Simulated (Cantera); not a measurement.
A closed system holds: 1 mol Si2H6, 0.035 mol Cl2, 8 mol N2, at 0.0133 bar.

Method: chemical equilibrium by Gibbs-energy minimisation in Cantera with the NASA 1993 tables (ideal gas, pure condensed phases). Candidate condensed phases: NH4Cl, Si, Si3N4; 28 gas species. The feed counts by its element totals alone. N2 is the only nitrogen source here; it is nearly inert below about 1500 K, so the nitride shown seldom forms there in practice. Kinetics and transport are ignored.

Q: Which condensed phases are stable at each of these points (T (°C)): 950, 1050, 1150, 1250, 1350, 1450, 1550?

A: 
```
T (°C)  condensed phases  Si condensed (%)
------  ----------------  ----------------
950             Si3N4(s)             100.0
1050            Si3N4(s)             100.0
1150            Si3N4(s)             100.0
1250            Si3N4(s)             100.0
1350            Si3N4(s)             100.0
1450            Si3N4(s)              99.9
1550               Si(l)              99.6
```

From 950 °C to 1450 °C the condensed part is Si3N4(s). At 1550 °C the condensed part is Si(l).
